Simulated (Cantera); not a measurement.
Source: NASA polynomial tables (part measured, part estimated), evaluated in Cantera. Values are per mole of reaction as written; species without (g) are pure solids or liquids, kept so even where they would boil at 1 bar.

2 Cr₂O₃ + 2 NO₂(g) = 2 Cr₂N + 5 O₂(g)

| T (K) | ΔH° (kJ) | ΔS° (J/K) | ΔG° (kJ) | log10 K |
|---|---|---|---|---|
| 300 | (withheld) | (withheld) | (withheld) | (withheld) |
| 1523 | 1944.6 | 500.6 | 1182.3 | -40.55 |
| 1598 | 1945.8 | 501.3 | 1144.7 | -37.42 |
| 1673 | (withheld) | (withheld) | (withheld) | (withheld) |
| 1748 | 1948.9 | 503.1 | 1069.4 | -31.96 |
| 1823 | (withheld) | (withheld) | (withheld) | (withheld) |
| 1898 | 1952.7 | 505.2 | 993.8 | -27.35 |

Task: Fill in the missing entries.

Result: 
- 300, ΔH° (kJ): 1950.7
- 300, ΔS° (J/K): 515.4
- 300, ΔG° (kJ): 1796.0
- 300, log10 K: -312.71
- 1673, ΔH° (kJ): 1947.2
- 1673, ΔS° (J/K): 502.2
- 1673, ΔG° (kJ): 1107.1
- 1673, log10 K: -34.56
- 1823, ΔH° (kJ): 1950.7
- 1823, ΔS° (J/K): 504.2
- 1823, ΔG° (kJ): 1031.6
- 1823, log10 K: -29.56
